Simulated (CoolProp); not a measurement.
A simple Rankine cycle with cis-2-butene: condensing at 299.15 K, boiler at 2.65 MPa, turbine inlet 422.2 K, turbine efficiency 0.75, pump efficiency 0.8, no recuperator. Each further row changes one setting.

Computed with CoolProp (reference Helmholtz-energy equation of state, Lemmon 2005). It is a short technical equation, of lower accuracy than the large ones.

| case | thermal efficiency (%) | net work (kJ/kg) | heat in (kJ/kg) | turbine exit temperature (K) | volume ratio over the turbine |
|---|---|---|---|---|---|
| as stated | 15.2 | 81.4 | 536 | 338.5 | 13.4 |
| turbine inlet 442.2 K | 15.4 | 90.1 | 587 | 363.4 | 12.7 |
| condensing temperature 291.15 K | 16.3 | 90.2 | 554 | 332.0 | 17.3 |
| boiler pressure 1.85 MPa | 13.7 | 77.4 | 564 | 357.6 | 8.53 |
| turbine efficiency 0.65 | 13.0 | 69.9 | 536 | 345.4 | 13.7 |
